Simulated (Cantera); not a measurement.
Charge: 1 mol SiHCl3, a varied amount of H2, equilibrated at 1125 K and 10.0 Torr.

Method: chemical equilibrium by Gibbs-energy minimisation in Cantera with the NASA 1993 tables (ideal gas, pure condensed phases). Candidate condensed phases: Si; 19 gas species. The tables' values for SiCl3 are old estimates; treat these amounts as uncertain. Kinetics and transport are ignored.

x: gas mole fraction; n: condensed amount in mol.

| n(H2) (mol) | x H2 | x HCl | x SiCl4 | x SiCl2 | x SiHCl3 | n Si(s) |
|---|---|---|---|---|---|---|
| 7.5 | 0.853 | 0.0699 | 0.0474 | 0.0121 | 0.0101 | 0.313 |
| 17 | 0.912 | 0.0557 | 0.0168 | 0.00721 | 0.00478 | 0.403 |
| 27 | 0.935 | ? | ? | ? | ? | ? |
| 37 | 0.947 | 0.0414 | 0.00474 | 0.00383 | 0.00189 | 0.544 |
| 47 | 0.955 | ? | ? | ? | ? | 0.598 |
| 57 | 0.961 | 0.0334 | 0.00195 | 0.00246 | 0.000976 | 0.643 |
| 67 | 0.965 | 0.0304 | 0.00134 | 0.00203 | 0.000737 | 0.681 |
| 77 | 0.968 | 0.0280 | 0.000946 | 0.00171 | 0.000569 | 0.714 |
| 87 | 0.971 | 0.0258 | 0.000685 | 0.00146 | 0.000447 | 0.741 |
| 96 | 0.973 | 0.0242 | 0.000522 | 0.00127 | 0.000365 | 0.763 |
| 110 | 0.976 | 0.0219 | 0.000352 | 0.00104 | 0.000272 | 0.791 |
| 120 | 0.978 | 0.0205 | 0.000271 | 0.000915 | 0.000224 | 0.808 |
| 130 | 0.979 | 0.0193 | 0.000211 | 0.000808 | 0.000186 | 0.823 |

Problem. Fill in the missing entries.

Solution. 
- 47, x HCl: 0.0369
- 47, x SiCl4: 0.00296
- 47, x SiCl2: 0.00303
- 47, x SiHCl3: 0.00133
- 27, x HCl: 0.0472
- 27, x SiCl4: 0.00827
- 27, x SiCl2: 0.00506
- 27, x SiHCl3: 0.00284
- 27, n Si(s): 0.481
